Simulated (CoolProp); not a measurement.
Acetone along the isobar 0.101 MPa: Z from the reference equation and from simpler models built on Tc = 508.1 K, pc = 4.692 MPa, ω = 0.307; each cubic takes its own stable root.

Values from CoolProp's reference Helmholtz-energy equation of state, Lemmon 2006. It is a short technical equation, of lower accuracy than the large ones.

```
T (K)   phase  reference
-----  ------  ---------
187.4  liquid   0.004167
205.2  liquid   0.003887
223    liquid   0.003655
240.8  liquid   0.003460
258.6  liquid   0.003296
276.4  liquid   0.003157
294.2  liquid   0.003039
312.1  liquid   0.002940
329.9     gas     0.9487
```

### Question
How far does each simpler model (van der Waals, Redlich-Kwong, Peng-Robinson) lie from the reference over these 9 states: mean and median of the absolute difference, and the worst?

### Answer
- van der Waals: mean 13969.8 %, median 100.0 %, worst +33229.9 % at 312.1 K and 0.101 MPa
- Redlich-Kwong: mean 3685.3 %, median 32.7 %, worst +32934.0 % at 312.1 K and 0.101 MPa
- Peng-Robinson: mean 13.8 %, median 14.6 %, worst +18.1 % at 187.4 K and 0.101 MPa

At some of these states van der Waals, Redlich-Kwong gives the other phase, because its saturation line lies elsewhere.
